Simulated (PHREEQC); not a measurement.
Synthetic water in mg/L, 25 °C, pH 6.25, pe 2.7:

```
constituent           mg/L
------------------  ------
Na                    2630
K                      102
Ca                     139
Mg                     372
Cl                    5090
S(6) as SO4            440
Alkalinity as HCO3  0.0655
Zn                    3.28
```

Cl is adjusted to close the charge balance.
Valence states are taken as typed.

Computed with PHREEQC (ion-association model, phreeqc.dat).

Each row changes one thing in this solution. Precipitation was switched off in this run.

```json
[
 {"case": "as made", "ionic strength (mol/kgw)": "0.174", "Mg+2 (mol/kgw)": "0.0144", "SO4-2 (mol/kgw)": "0.00290", "MgSO4 (mol/kgw)": "0.00103", "NaSO4- (mol/kgw)": "0.000513", "CaSO4 (mol/kgw)": "0.000169", "SI of Gypsum (CaSO4:2H2O)": "-1.43", "SI of Halite (NaCl)": "-3.60"},
 {"case": "pH from 6.25 to 5.5 at the same alkalinity", "ionic strength (mol/kgw)": "0.174", "Mg+2 (mol/kgw)": "0.0144", "SO4-2 (mol/kgw)": "0.00289", "MgSO4 (mol/kgw)": "0.00103", "NaSO4- (mol/kgw)": "0.000513", "CaSO4 (mol/kgw)": "0.000169", "SI of Gypsum (CaSO4:2H2O)": "-1.43", "SI of Halite (NaCl)": "-3.60"},
 {"case": "Zn from 3.28 to 6.56 mg/L", "ionic strength (mol/kgw)": "0.174", "Mg+2 (mol/kgw)": "0.0144", "SO4-2 (mol/kgw)": "0.00289", "MgSO4 (mol/kgw)": "[?]", "NaSO4- (mol/kgw)": "0.000513", "CaSO4 (mol/kgw)": "0.000169", "SI of Gypsum (CaSO4:2H2O)": "-1.43", "SI of Halite (NaCl)": "-3.60"},
 {"case": "Na from 2630 to 7890 mg/L", "ionic strength (mol/kgw)": "0.408", "Mg+2 (mol/kgw)": "[?]", "SO4-2 (mol/kgw)": "0.00282", "MgSO4 (mol/kgw)": "[?]", "NaSO4- (mol/kgw)": "0.00112", "CaSO4 (mol/kgw)": "9.40e-5", "SI of Gypsum (CaSO4:2H2O)": "-1.67", "SI of Halite (NaCl)": "-2.77"}
]
```

Question: Fill in the missing entries.

Answer: 
- Zn from 3.28 to 6.56 mg/L, MgSO4 (mol/kgw): 0.00102
- Na from 2630 to 7890 mg/L, Mg+2 (mol/kgw): 0.0149
- Na from 2630 to 7890 mg/L, MgSO4 (mol/kgw): 0.000600

Complexes and solids missing from the database can't appear.
